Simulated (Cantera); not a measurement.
## Thermodynamics of silicon etching in halogen gases, feed Si + Cl2 + N2

A closed system holds: 1 mol Si, 1.1 mol Cl2, 0.25 mol N2.

These are equilibrium values from Cantera (NASA tables, ideal gas, pure condensed phases), not measurements of a reactor. Candidate condensed phases: Si, Si3N4; 13 gas species. N2 is the only nitrogen source here; it is nearly inert below about 1500 K, so the nitride shown seldom forms there in practice. Mutual solubility and eutectic melting of coexisting phases are not modelled. The tables' values for SiCl3 are old estimates. Kinetics and transport are ignored.

Map the stable condensed phases over T = 450, 600, 750, 900, 1050, 1200, 1350, 1500, 1650 K and P in Pa = 1, 5.2, 27, 140, 720, 3700, 19000, 100000.


```
T in K \ P in Pa
              1    5.2     27    140    720   3700  19000 100000
   1650       A      A      A      A      A      B      B      B
   1500       A      A      A      A      B      B      B      B
   1350       A      A      B      B      B      B      B      C
   1200       B      B      B      B      B      C      C      C
   1050       B      B      C      C      C      C      C      C
    900       C      C      C      C      C      C      C      C
    750       C      C      C      C      C      C      C      C
    600       C      C      C      C      C      C      C      C
    450       C      C      C      C      C      C      C      C
```
A: gas only; B: Si3N4; C: Si + Si3N4.
